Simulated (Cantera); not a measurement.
Feed: 1 mol SiCl₄, 4.1 mol H₂O, 0.11 mol O₂, equilibrated at 575 °C and 750 Torr.

Method: chemical equilibrium by Gibbs-energy minimisation in Cantera with the NASA 1993 tables (ideal gas, pure condensed phases). The numbers say what is thermodynamically allowed, not how fast it happens.

```tsv
species	before	after
H₂O	0.378	0.410
HCl	0.587	0.322
O₂	0.000966	0.150
Cl₂	0.0341	0.118
HOCl	2.10e-6	1.44e-5
SiO₂(β-quartz), mol	1.00	1.00
```
Gas species are given as mole fractions.

Task: Which change was made?
A. temperature from 575 °C to 800 °C
B. temperature from 575 °C to 1052 °C
C. O₂ from 0.11 to 1.5 mol
D. temperature from 575 °C to 777 °C

Result: C, O₂ from 0.11 to 1.5 mol
